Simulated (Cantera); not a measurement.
A Cantera script and what it prints.

```python
import numpy as np
import cantera as ct

gas_names = [...]  # 110 gases of nasa_gas.yaml made of C, H, O
cond_names = """
    C(gr) C6H6(L) C7H8(L) C8H18(L),n-octa H2O(s) H2O(L)
""".split()


# ... load() reads the species with a 1 bar reference pressure and builds the phases ...
atoms = {
    'CO2': {'C': 1, 'O': 2},
    'O2': {'O': 2},
    'H2': {'H': 2},
    'H2O': {'H': 2, 'O': 1},
}
top_T = {'C(gr)': 4500}  # K; cautious upper limits of use, not melting points


# ... equilibrate(T, P, feed) seeds the gas with the atoms and calls Mixture.equilibrate('TP', solver="vcs", rtol=1e-11, max_steps=5000) ...
results = []
T = 1175  # K
P = 58000  # Pa
for m in [0.63, 0.88, 1.2, 1.7, 2.4, 3.4, 4.7, 6.6]:
    feed = {'CO2': 1, 'O2': 0.33, 'H2': m, 'H2O': 0.92}  # mol
    mix = equilibrate(T, P, feed)
    results.append((T, P, feed, dict(zip(mix.species_names, mix.species_moles))))

top = {s: max(r[3][s] / sum(r[3][g] for g in gas_names) for r in results) for s in gas_names}
cols = sorted((s for s in top if top[s] > 1e-05), key=lambda s: -top[s])[:5]
seen = [c for c in cond_names if any(r[3].get(c, 0) > 1e-12 for r in results)]
print("log10 of partial pressures in bar; condensed amounts in mol")
print(f"{'n(H2)':>10s}" + "".join(f"{s[:9]:>10s}" for s in cols + seen))
for T, P, feed, n in results:
    ng = sum(n[g] for g in gas_names)
    print(f"{feed['H2']:10.4g}" + "".join(f"{np.log10(max(n[s] / ng * P / 1e5, 1e-99)):10.3f}" for s in cols)
          + "".join(f"{n.get(c, 0):10.4g}" for c in seen))
```

Output:

```
log10 of partial pressures in bar; condensed amounts in mol
     n(H2)        H2       H2O       CO2        CO        O2
      0.63    -7.347    -0.455    -0.646    -7.430    -2.470
      0.88    -1.571    -0.461    -0.725    -1.728   -14.033
       1.2    -1.196    -0.481    -0.826    -1.435   -14.822
       1.7    -0.941    -0.515    -0.966    -1.284   -15.402
       2.4    -0.761    -0.565    -1.131    -1.220   -15.860
       3.4    -0.625    -0.631    -1.324    -1.211   -16.265
       4.7    -0.528    -0.707    -1.525    -1.239   -16.611
       6.6    -0.451    -0.801    -1.754    -1.297   -16.953
```

These are equilibrium values from Cantera (NASA tables, ideal gas, pure condensed phases), not measurements of a reactor.
